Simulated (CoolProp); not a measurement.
Vapour-liquid equilibrium of acetone (1) + p-xylene (2) at 4.2 bar; x and y are mole fractions of (1).

Computed with CoolProp (multi-fluid Helmholtz-energy mixture model, Lemmon 2006 and Zhou 2012; pair parameters Bell 2016).

| x | bubble temperature (K) | y at the bubble point | dew temperature at overall composition x (K) | liquid density (mol/L) |
|---|---|---|---|---|
| 0.05 | 457.5 | 0.289 | 471.4 | 6.746 |
| 0.15 | 434.3 | 0.596 | 465.9 | 7.246 |
| 0.25 | 419.7 | 0.737 | 460.0 | 7.693 |
| 0.35 | 409.8 | 0.814 | 453.5 | 8.129 |
| 0.45 | 402.5 | 0.862 | 446.4 | 8.576 |
| 0.55 | 396.8 | 0.897 | 438.4 | 9.049 |
| 0.65 | 391.9 | 0.924 | 429.2 | 9.561 |
| 0.75 | 387.6 | 0.948 | 418.1 | 10.12 |
| 0.85 | 383.6 | 0.970 | 404.4 | 10.75 |
| 0.95 | 379.8 | 0.990 | 387.2 | 11.45 |

No azeotrope shows between x = 0.05 and 0.95.

The pair parameters rest on a limited set of measurements; away from them the model extrapolates.
